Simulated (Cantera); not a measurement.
Input (Python, Cantera) and output of one run.

```python
import numpy as np
import cantera as ct

gas_names = """
    CL CL2 H HCL H2 N NH NH2 NH3 N2 N2H2 N2H4 Si SiCL SiCL2 SiCL3 SiCL4 SiH SiHCL3 SiH2 SiH2CL2 SiH3
    SiH3CL SiH4 SiN Si2 Si2N Si3
""".split()
cond_names = """
    NH4CL(a) NH4CL(b) Si(cr) Si(L) Si3N4(a)
""".split()


# ... load() reads the species with a 1 bar reference pressure and builds the phases ...
atoms = {
    'SiCl4': {'Si': 1, 'CL': 4},
    'NH3': {'N': 1, 'H': 3},
    'N2': {'N': 2},
}
top_T = {'Si3N4(a)': 2400}  # K; cautious upper limits of use, not melting points


# ... equilibrate(T, P, feed) seeds the gas with the atoms and calls Mixture.equilibrate('TP', solver="vcs", rtol=1e-11, max_steps=5000) ...
results = []
P = 1300  # Pa
for T in [725, 800, 875, 950, 1025, 1100, 1175, 1250, 1325, 1400, 1475, 1550, 1625]:
    for m in [0.35, 0.5, 0.64, 0.79, 0.93, 1.1, 1.2, 1.4, 1.5, 1.7]:
        feed = {'SiCl4': 1, 'NH3': m, 'N2': 2.4}  # mol
        mix = equilibrate(T, P, feed)
        results.append((T, P, feed, dict(zip(mix.species_names, mix.species_moles))))

for T, P, feed, n in results:
    print(f"{T:7g} {feed['NH3']:10.4g}  " + (" + ".join(c for c in cond_names if n.get(c, 0) > 1e-12) or "gas only"))
```

Output:

```
    725       0.35  Si3N4(a)
    725        0.5  Si3N4(a)
    725       0.64  Si3N4(a)
    725       0.79  Si3N4(a)
    725       0.93  Si3N4(a)
    725        1.1  Si3N4(a)
    725        1.2  Si3N4(a)
    725        1.4  Si3N4(a)
    725        1.5  Si3N4(a)
    725        1.7  Si3N4(a)
    800       0.35  Si3N4(a)
    800        0.5  Si3N4(a)
    800       0.64  Si3N4(a)
    800       0.79  Si3N4(a)
    800       0.93  Si3N4(a)
    800        1.1  Si3N4(a)
    800        1.2  Si3N4(a)
    800        1.4  Si3N4(a)
    800        1.5  Si3N4(a)
    800        1.7  Si3N4(a)
    875       0.35  Si3N4(a)
    875        0.5  Si3N4(a)
    875       0.64  Si3N4(a)
    875       0.79  Si3N4(a)
    875       0.93  Si3N4(a)
    875        1.1  Si3N4(a)
    875        1.2  Si3N4(a)
    875        1.4  Si3N4(a)
    875        1.5  Si3N4(a)
    875        1.7  Si3N4(a)
    950       0.35  Si3N4(a)
    950        0.5  Si3N4(a)
    950       0.64  Si3N4(a)
    950       0.79  Si3N4(a)
    950       0.93  Si3N4(a)
    950        1.1  Si3N4(a)
    950        1.2  Si3N4(a)
    950        1.4  Si3N4(a)
    950        1.5  Si3N4(a)
    950        1.7  Si3N4(a)
   1025       0.35  Si3N4(a)
   1025        0.5  Si3N4(a)
   1025       0.64  Si3N4(a)
   1025       0.79  Si3N4(a)
   1025       0.93  Si3N4(a)
   1025        1.1  Si3N4(a)
   1025        1.2  Si3N4(a)
   1025        1.4  Si3N4(a)
   1025        1.5  Si3N4(a)
   1025        1.7  Si3N4(a)
   1100       0.35  Si3N4(a)
   1100        0.5  Si3N4(a)
   1100       0.64  Si3N4(a)
   1100       0.79  Si3N4(a)
   1100       0.93  Si3N4(a)
   1100        1.1  Si3N4(a)
   1100        1.2  Si3N4(a)
   1100        1.4  Si3N4(a)
   1100        1.5  Si3N4(a)
   1100        1.7  Si3N4(a)
   1175       0.35  Si3N4(a)
   1175        0.5  Si3N4(a)
   1175       0.64  Si3N4(a)
   1175       0.79  Si3N4(a)
   1175       0.93  Si3N4(a)
   1175        1.1  Si3N4(a)
   1175        1.2  Si3N4(a)
   1175        1.4  Si3N4(a)
   1175        1.5  Si3N4(a)
   1175        1.7  Si3N4(a)
   1250       0.35  Si3N4(a)
   1250        0.5  Si3N4(a)
   1250       0.64  Si3N4(a)
   1250       0.79  Si3N4(a)
   1250       0.93  Si3N4(a)
   1250        1.1  Si3N4(a)
   1250        1.2  Si3N4(a)
   1250        1.4  Si3N4(a)
   1250        1.5  Si3N4(a)
   1250        1.7  Si3N4(a)
   1325       0.35  Si3N4(a)
   1325        0.5  Si3N4(a)
   1325       0.64  Si3N4(a)
   1325       0.79  Si3N4(a)
   1325       0.93  Si3N4(a)
   1325        1.1  Si3N4(a)
   1325        1.2  Si3N4(a)
   1325        1.4  Si3N4(a)
   1325        1.5  Si3N4(a)
   1325        1.7  Si3N4(a)
   1400       0.35  Si3N4(a)
   1400        0.5  Si3N4(a)
   1400       0.64  Si3N4(a)
   1400       0.79  Si3N4(a)
   1400       0.93  Si3N4(a)
   1400        1.1  Si3N4(a)
   1400        1.2  Si3N4(a)
   1400        1.4  Si3N4(a)
   1400        1.5  Si3N4(a)
   1400        1.7  Si3N4(a)
   1475       0.35  gas only
   1475        0.5  gas only
   1475       0.64  Si3N4(a)
   1475       0.79  Si3N4(a)
   1475       0.93  Si3N4(a)
   1475        1.1  Si3N4(a)
   1475        1.2  Si3N4(a)
   1475        1.4  Si3N4(a)
   1475        1.5  Si3N4(a)
   1475        1.7  Si3N4(a)
   1550       0.35  gas only
   1550        0.5  gas only
   1550       0.64  gas only
   1550       0.79  gas only
   1550       0.93  gas only
   1550        1.1  gas only
   1550        1.2  gas only
   1550        1.4  Si3N4(a)
   1550        1.5  Si3N4(a)
   1550        1.7  Si3N4(a)
   1625       0.35  gas only
   1625        0.5  gas only
   1625       0.64  gas only
   1625       0.79  gas only
   1625       0.93  gas only
   1625        1.1  gas only
   1625        1.2  gas only
   1625        1.4  gas only
   1625        1.5  gas only
   1625        1.7  gas only
```

These are equilibrium values from Cantera (NASA tables, ideal gas, pure condensed phases), not measurements of a reactor. The tables' values for SiCl3 are old estimates.
